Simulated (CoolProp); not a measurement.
A single-stage vapour-compression cycle with the fluid: evaporating at 221.15 K (dew point), condensing at 282.15 K (bubble point), superheat 8 K, subcooling 0 K, compressor efficiency 0.8, no pressure losses. The same conditions are run with several fluids, on thermodynamics alone (safety and materials aside).

Model: reference Helmholtz-energy equation of state of each fluid (sulfur dioxide: Gao 2016; nitrous oxide: Lemmon 2006; R142b: Lemmon 2006; C3F8 (R218): Lemmon 2006; R507A: Lemmon 2003; R407C: Lemmon 2003), in CoolProp. Blends and air are pseudo-pure fits.

### Question
Rank sulfur dioxide, nitrous oxide, R142b, C3F8 (R218), R507A, R407C by cooling COP, highest first.

### Answer
R142b (2.31), sulfur dioxide (2.16), R507A (2.09), R407C (1.92), nitrous oxide (1.87), C3F8 (R218) (1.76)

```
fluid           pressure ratio  discharge temperature (K)  refrigerating effect (kJ/kg)  volumetric capacity (kJ/m³)
--------------  --------------  -------------------------  ----------------------------  ---------------------------
sulfur dioxide            21.9                      476.8                           347                          118
nitrous oxide             6.53                      375.8                           214                         3220
R142b                     16.8                      329.7                           178                          113
C3F8 (R218)               11.4                      282.1                          54.0                          264
R507A                     10.5                      314.5                           126                          530
R407C                     16.8                      349.6                           174                          359
```

The compression ends wet for: C3F8 (R218).
